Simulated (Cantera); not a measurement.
Charge: 1 mol Si2H6, 0.086 mol Cl2, 24 mol H2, at 1023.15 K and 0.220 bar.

Equilibrium computed with Cantera from the NASA thermochemical tables; the gas is ideal and each condensed phase is pure. The feed counts by its element totals alone. The tables' values for SiCl3 are old estimates; treat these amounts as uncertain. Kinetics and transport are ignored.

```csv
species,before,after
H2,0.995,0.994
HCl,0.00437,0.00607
SiCl2,3.41e-5,9.06e-5
SiHCl3,0.000339,1.47e-5
SiCl4,0.000175,2.87e-6
SiH2Cl2,7.24e-5,9.99e-6
SiCl3,1.68e-5,5.73e-6
"Si(s), mol",1.98,2.00
```
Gas species are given as mole fractions.

### Question
Name the change that produced these shifts.
A. Cl2 from 0.086 to 0.0073 mol
B. temperature from 1023.15 K to 1225 K
C. Si2H6 replaced by Si2Cl6
D. Cl2 from 0.086 to 0.45 mol

### Answer
B, temperature from 1023.15 K to 1225 K
